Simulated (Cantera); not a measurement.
Cantera run:

```python
import numpy as np
import cantera as ct

gas_names = """
    SO2 S2 SiO
""".split()
cond_names = """
    Si(cr) Si(L)
""".split()


# ... load() reads the species with a 1 bar reference pressure and builds the phases ...
species = {s.name: s for s in load("nasa_gas.yaml", gas_names) + load("nasa_condensed.yaml", cond_names)}
# Each term lists the table entries of one substance; the one whose range holds T is used.
reactions = {
    '2 SO2(g) + 4 Si = S2(g) + 4 SiO(g)':
        [(-2, ['SO2']), (-4, ['Si(cr)', 'Si(L)']), (1, ['S2']), (4, ['SiO'])],
}


def pick(names, T):
    return next(species[n] for n in names if species[n].thermo.min_temp <= T <= species[n].thermo.max_temp)


results = []
for label, terms in reactions.items():
    print(label)
    print("     T/K   dH/kJ  dS/(J/K)   dG/kJ   log10 K")
    for T in [300, 1523, 1573, 1623, 1673, 1723, 1773, 1823, 1873, 1923]:
        used = [(nu, pick(names, T)) for nu, names in terms]
        dH = sum(nu * s.thermo.h(T) for nu, s in used) / 1e6
        dS = sum(nu * s.thermo.s(T) for nu, s in used) / 1e3
        dG = dH - T * dS / 1e3
        logK = -dG * 1e6 / (ct.gas_constant * T * np.log(10))
        results.append((label, T, dH, dS, dG, logK, [s.name for _, s in used]))
        print(f"{T:8g} {dH:8.1f} {dS:8.1f} {dG:8.1f} {logK:8.2f}")
```

Result:

```
2 SO2(g) + 4 Si = S2(g) + 4 SiO(g)
     T/K   dH/kJ  dS/(J/K)   dG/kJ   log10 K
     300    320.4    502.9    169.5   -29.51
    1523    281.7    458.1   -416.0    14.27
    1573    279.6    456.7   -438.8    14.57
    1623    277.4    455.3   -461.6    14.86
    1673    275.2    454.0   -484.4    15.12
    1723     72.4    334.0   -503.1    15.25
    1773     70.6    333.0   -519.8    15.31
    1823     68.8    332.0   -536.4    15.37
    1873     67.0    331.0   -553.0    15.42
    1923     65.2    330.0   -569.5    15.47
```

Standard-state values (1 bar) from the NASA 1993 polynomials, evaluated with Cantera. Condensed species are held in their standard states even where they would react or evaporate.
